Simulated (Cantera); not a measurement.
# Premixed flame

A freely propagating, adiabatic, planar premixed flame of H₂ : O₂ : N₂ = 1 : 0.5 : 1.88 (molar parts), equivalence ratio 1.0, unburnt at 475 K and 0.118 atm; mixture-averaged transport, grid criteria slope 0.08 and curve 0.16, no radiation.

Model: the H2/O2 subset of GRI-Mech 3.0, which has no nitrogen chemistry, integrated in Cantera. Burning velocities carry a grid error of a few per cent, more on coarse grids.

| z (mm) | T (K) | u (m/s) | x H₂ | x O₂ | x OH | x O | x HO₂ | x H |
|---|---|---|---|---|---|---|---|---|
| -20.8 | 475 | 3.91 | 0.296 | 0.148 | <1e-8 | <1e-8 | <1e-8 | <1e-8 |
| -13.8 | 475 | 3.91 | 0.296 | 0.148 | <1e-8 | <1e-8 | <1e-8 | <1e-8 |
| -10.4 | 475 | 3.91 | 0.296 | 0.148 | <1e-8 | <1e-8 | <1e-8 | <1e-8 |
| -6.92 | 475 | 3.91 | 0.296 | 0.148 | <1e-8 | <1e-8 | 2.89e-8 | <1e-8 |
| -3.46 | 479 | 3.94 | 0.295 | 0.148 | 1.61e-5 | 2.57e-6 | 6.06e-5 | 6.82e-5 |
| -1.73 | 631 | 5.12 | 0.271 | 0.144 | 0.000428 | 0.000128 | 4.50e-5 | 0.00641 |
| 0 | 1067 | 8.36 | 0.140 | 0.0990 | 0.00266 | 0.00656 | 1.50e-5 | 0.0591 |
| 1.73 | 1351 | 10.5 | 0.0499 | 0.0410 | 0.00746 | 0.0140 | 5.48e-6 | 0.0841 |
| 3.46 | 1471 | 11.3 | 0.0455 | 0.0341 | 0.00982 | 0.0145 | 3.93e-6 | 0.0758 |
| 6.92 | 1609 | 12.2 | 0.0471 | 0.0309 | 0.0124 | 0.0137 | 2.99e-6 | 0.0625 |
| 13.8 | 1761 | 13.3 | 0.0473 | 0.0274 | 0.0149 | 0.0120 | 2.22e-6 | 0.0485 |
| 27.7 | 1918 | 14.3 | 0.0455 | 0.0237 | 0.0168 | 0.00973 | 1.62e-6 | 0.0353 |
| 55.4 | 2071 | 15.2 | 0.0415 | 0.0199 | 0.0174 | 0.00720 | 1.21e-6 | 0.0239 |
x: mole fraction of selected species; z is measured from the peak of heat release.

```json
{
 "laminar_burning_velocity": "391 cm/s",
 "thermal_thickness": "6.92 mm",
 "peak x(OH)": "0.0174",
 "peak x(O)": "0.0145",
 "peak x(HO₂)": "7.65e-5",
 "peak x(H)": "0.0844"
}
```
